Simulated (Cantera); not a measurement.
**Thermodynamics of carbothermic reduction, feed Fe₃O₄ + CO + N₂**

Charge: 1 mol Fe₃O₄, 17 mol CO, 0.75 mol N₂, equilibrated at 13.3 mbar.

Equilibrium computed with Cantera from the NASA thermochemical tables; the gas is ideal and each condensed phase is pure. Candidate condensed phases: C, Fe, Fe(CO)₅, FeO, Fe₂O₃, Fe₃O₄; 27 gas species. Each liquid is taken as pure. Mutual solubility and eutectic melting of coexisting phases are not modelled. The tables' stoichiometric FeO is somewhat more stable than real wüstite, so its field is too wide. FeO: taken at fixed stoichiometry. The numbers say what is thermodynamically allowed, not how fast it happens.

At 1798 K the condensed part is Fe(δ) + FeO(l). From 1823 K to 1998 K the condensed part is Fe(l) + FeO(l). From 2023 K to 2073 K the condensed part is FeO(l). The main Fe-bearing gas is Fe throughout. The share of Fe in condensed phases is highest at 1798 K (98.7 %) and lowest at 2073 K (70.2 %).

```csv
T (K),log p CO,log p CO₂,log p Fe,log p N₂,log p FeO,log p O,log p NO,log p O₂,n Fe(δ),n FeO(l),n Fe(l)
1798,-1.94,-2.87,-4.54,-3.25,-6.82,-8.54,-8.24,-9.24,0.777,2.18,0
1823,-1.94,-2.88,-4.39,-3.25,-6.64,-8.34,-8.10,-9.04,0,2.23,0.719
1848,-1.94,-2.89,-4.24,-3.25,-6.46,-8.14,-7.97,-8.84,0,2.26,0.666
1873,-1.94,-2.89,-4.10,-3.25,-6.28,-7.95,-7.84,-8.64,0,2.29,0.606
1898,-1.94,-2.90,-3.96,-3.25,-6.11,-7.76,-7.71,-8.46,0,2.32,0.538
1923,-1.94,-2.91,-3.83,-3.25,-5.95,-7.58,-7.58,-8.27,0,2.34,0.457
1948,-1.94,-2.92,-3.70,-3.26,-5.79,-7.40,-7.46,-8.09,0,2.37,0.360
1973,-1.95,-2.93,-3.57,-3.26,-5.63,-7.23,-7.35,-7.92,0,2.39,0.241
1998,-1.95,-2.94,-3.45,-3.26,-5.48,-7.06,-7.23,-7.75,0,2.41,0.0936
2023,-1.95,-2.93,-3.35,-3.26,-5.33,-6.87,-7.10,-7.55,0,2.37,0
2048,-1.96,-2.90,-3.27,-3.27,-5.19,-6.67,-6.95,-7.30,0,2.25,0
2073,-1.97,-2.87,-3.20,-3.27,-5.05,-6.47,-6.80,-7.06,0,2.11,0
```
log p: log10 of the partial pressure in bar; n: condensed amount in mol.
